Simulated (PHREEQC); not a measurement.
HCl is added in steps, without added water, to 1 kg of water holding 0.009 mol/kgw SrCl2, 3.4e-06 mol/kgw CO2 and 0.00014 mol/kgw H4SiO4, at 80 °C. O2 is buffered at 0.21 atm. CO2 from the air is kept out. Solids allowed: Strontianite, SiO2(a). Others were left out.

Base run: PHREEQC, ion-association model, wateq4f.dat. Each further column changes one thing. The table gives HCO3- (mol/kgw).

| HCl added (mol) | base | Debye-Hückel limiting law | database phreeqc.dat | all activity coefficients set to 1 | Davies equation for every ion |
|---|---|---|---|---|---|
| 0 | 8.63e-7 | 9.32e-7 | 8.60e-7 | 6.62e-7 | 8.82e-7 |
| 9e-05 | 2.35e-8 | 2.64e-8 | 2.35e-8 | 1.72e-8 | 2.45e-8 |
| 0.00018 | 1.18e-8 | 1.33e-8 | 1.18e-8 | ___ | 1.23e-8 |
| 0.00027 | 7.91e-9 | 8.89e-9 | 7.91e-9 | 5.76e-9 | 8.23e-9 |
| 0.00036 | 5.94e-9 | 6.68e-9 | 5.94e-9 | 4.32e-9 | 6.18e-9 |
| 0.00045 | 4.76e-9 | 5.35e-9 | 4.76e-9 | 3.46e-9 | 4.95e-9 |
| 0.00054 | 3.97e-9 | 4.46e-9 | 3.97e-9 | 2.88e-9 | 4.13e-9 |
| 0.00066 | 3.25e-9 | 3.65e-9 | 3.25e-9 | ___ | 3.38e-9 |
| 0.00075 | 2.86e-9 | 3.22e-9 | 2.86e-9 | ___ | 2.98e-9 |
| 0.00084 | 2.55e-9 | 2.88e-9 | 2.55e-9 | 1.85e-9 | 2.66e-9 |
| 0.00093 | 2.31e-9 | 2.60e-9 | 2.31e-9 | ___ | 2.40e-9 |
| 0.00102 | 2.11e-9 | 2.37e-9 | 2.11e-9 | ___ | 2.19e-9 |
| 0.00111 | 1.94e-9 | 2.18e-9 | 1.94e-9 | 1.40e-9 | 2.02e-9 |
| 0.0012 | 1.79e-9 | 2.02e-9 | 1.79e-9 | 1.30e-9 | 1.87e-9 |

Q: What belongs in the gaps?

A: 
- 0.00018, all activity coefficients set to 1: 8.62e-9
- 0.00066, all activity coefficients set to 1: 2.36e-9
- 0.00075, all activity coefficients set to 1: 2.08e-9
- 0.00093, all activity coefficients set to 1: 1.68e-9
- 0.00102, all activity coefficients set to 1: 1.53e-9

Away from 25 °C the constants follow the database's enthalpies or fits; those with neither stay at their 25 °C values. phreeqc.dat and wateq4f.dat share most of their constants, so their agreement is no independent check. Solids allowed in the column 'database phreeqc.dat': Strontianite, Chalcedony.
